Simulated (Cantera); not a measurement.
An adiabatic, constant-volume homogeneous reactor starts with CH4 : O2 : N2 = 1 : 0.909 : 3.42 (molar parts), at 1150 K and 2480 Torr.

Computed with Cantera and GRI-Mech 3.0 (53 species, 325 reactions).

Predict: time of steepest temperature rise; temperature at 4.00 s; equilibrium temperature; x(CH4) at 4.00 s; x(O2) at 4.00 s; x(HO2) at 4.00 s; x(CO2) at 4.00 s; x(O) at 4.00 s.


| Item | Value |
|---|---|
| time of steepest temperature rise | 44.2 ms |
| temperature at 4.00 s | 2427 K |
| equilibrium temperature | 2427 K |
| x(CH4) at 4.00 s | 2.90e-9 (gas-phase equilibrium 3.27e-9) |
| x(O2) at 4.00 s | 6.87e-7 (gas-phase equilibrium 6.87e-7) |
| x(HO2) at 4.00 s | 1.64e-9 (gas-phase equilibrium 1.64e-9) |
| x(CO2) at 4.00 s | 0.0137 (gas-phase equilibrium 0.0137) |
| x(O) at 4.00 s | 2.88e-6 (gas-phase equilibrium 2.88e-6) |
